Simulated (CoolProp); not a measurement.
The fluid at 430.78 K and 5.37 MPa (stagnation) flows isentropically through a choked orifice. The same conditions are run with several fluids, on thermodynamics alone (safety and materials aside).

Values from CoolProp's reference Helmholtz-energy equation of state of each fluid (CF4 (R14): Platzer 1990; n-perfluoropentane: Gao 2022; n-perfluorobutane: Gao 2022; carbon monoxide: Lemmon 2006; methane: Setzmann 1991). The equations of Platzer and Polt are older, rougher fits.

Rank CF4 (R14), n-perfluoropentane, n-perfluorobutane, carbon monoxide, methane by throat to inlet pressure ratio, highest first.

n-perfluorobutane (0.669), CF4 (R14) (0.576), methane (0.548), carbon monoxide (0.522), n-perfluoropentane (0.439)

```csv
fluid,mass flux (kg/(m² s)),throat temperature (K)
CF4 (R14),17200,401.6
n-perfluoropentane,69500,422.5
n-perfluorobutane,39300,418.1
carbon monoxide,10300,357.3
methane,7590,379.3
```
